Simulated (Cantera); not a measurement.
## Thermodynamics of carbon deposition, reforming and gasification, feed C2H4 + H2

Feed: 1 mol C2H4, 0.44 mol H2, at 773.15 K.

Cantera equilibrium calculation (NASA polynomials, part measured and part estimated; ideal gas, pure solids and liquids). Candidate condensed phases: C, C6H6, C7H8, C8H18; 76 gas species. The ideal-gas law is rough above about 30 bar. The numbers say what is thermodynamically allowed, not how fast it happens.

| P (Pa) | x H2 | x CH4 | x C2H6 | x C3H8 | x C2H4 | n C(graphite) |
|---|---|---|---|---|---|---|
| 10 | 1.000 | 0.000211 | <1e-12 | <1e-12 | 1.46e-11 | 2.00 |
| 100 | 0.998 | 0.00210 | 6.11e-11 | <1e-12 | 1.45e-10 | 1.99 |
| 1000 | 0.980 | 0.0203 | 5.78e-9 | <1e-12 | 1.40e-9 | 1.95 |
| 10000 | 0.848 | 0.152 | 3.75e-7 | 5.27e-12 | 1.05e-8 | 1.68 |
| 100000 | 0.491 | 0.509 | 7.27e-6 | 5.91e-10 | 3.52e-8 | 1.18 |
| 1000000 | 0.195 | 0.805 | 4.57e-5 | 1.48e-8 | 5.56e-8 | 0.912 |
| 10000000 | 0.0665 | 0.933 | 0.000181 | 1.99e-7 | 6.45e-8 | 0.822 |
x: gas mole fraction; n: condensed amount in mol.

From 10.0 Pa to 100 bar the condensed part is C(graphite). The main C-bearing gas is CH4 throughout. The share of C in condensed phases is highest at 10.0 Pa (100.0 %) and lowest at 100 bar (41.1 %).
